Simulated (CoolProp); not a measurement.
Vapour-liquid equilibrium of propane (1) + R227EA (2) at 0.699 MPa; x and y are mole fractions of (1).

Computed with CoolProp (multi-fluid Helmholtz-energy mixture model, Lemmon 2009 and Lemmon 2016; pair parameters Bell 2016).

```tsv
x	bubble temperature (K)	y at the bubble point	dew temperature at overall composition x (K)	liquid density (mol/L)
0.05	307.3	0.163	311.3	7.988
0.2	295.3	0.465	(withheld)	8.531
0.35	289.3	0.603	(withheld)	(withheld)
0.5	286.4	0.677	293.8	9.428
0.65	284.9	0.734	287.4	(withheld)
0.8	284.3	(withheld)	284.3	10.57
0.95	285.3	0.928	285.7	11.31
```

Problem. What belongs in the gaps?

Solution. 
- 0.2, dew temperature at overall composition x (K): 305.9
- 0.35, dew temperature at overall composition x (K): 300.1
- 0.35, liquid density (mol/L): 8.980
- 0.65, liquid density (mol/L): 9.944
- 0.8, y at the bubble point: 0.802

y crosses x between x = 0.8 and 0.95: the model has an azeotrope there.

The pair parameters rest on a limited set of measurements; away from them the model extrapolates.
